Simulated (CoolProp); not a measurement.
Vapour-liquid equilibrium of CH2F2 (R32) (1) + R125 (2) at 3.55 °C; x and y are mole fractions of (1).

The numbers come from the multi-fluid Helmholtz-energy mixture model, Tillner-Roth 1997 and Lemmon 2005; pair parameters Lemmon 2004 in CoolProp.

```
x     bubble pressure (MPa)  y at the bubble point  dew pressure at overall composition x (MPa)  liquid density (mol/L)
----  ---------------------  ---------------------  -------------------------------------------  ----------------------
0.05                 0.7627                  0.064                                       0.7597                   11.12
0.2                  0.8022                  0.241                                       0.7929                   11.96
0.35                 0.8374                  0.400                                       0.8265                   12.93
0.5                  0.8668                  0.543                                       0.8583                   14.07
0.65                 0.8896                  0.678                                       0.8854                   15.43
0.8                  0.9047                  0.811                                       0.9038                   17.10
0.95                 0.9104                  0.950                                       0.9104                   19.21
```

y crosses x between x = 0.8 and 0.95: the model has an azeotrope there.

Pair parameters are fitted to limited data, so mixtures are less certain than the pure fluids.
